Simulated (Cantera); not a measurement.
Input: 1 mol Fe₃O₄, 700 mol H₂, at 1875 K and 133 Pa.

Method: chemical equilibrium by Gibbs-energy minimisation in Cantera with the NASA 1993 tables (ideal gas, pure condensed phases). Candidate condensed phases: Fe, FeO, Fe(OH)₂, Fe(OH)₃, Fe₂O₃, Fe₃O₄, H₂O; 12 gas species. Equilibrium is a limit: real reactors are often held back by kinetics, nucleation or transport.

Problem. What is the equilibrium state?

Solution. 
```
Item                                 Result
--------------------------------  ---------
x(H₂)                                 0.972
x(H)                                 0.0177
x(H₂O)                              0.00563
x(Fe)                               0.00423
x(OH)                               7.99e-6
gas amount                        709.3 mol
log10 activity of Fe(l) (absent)      -1.16
```
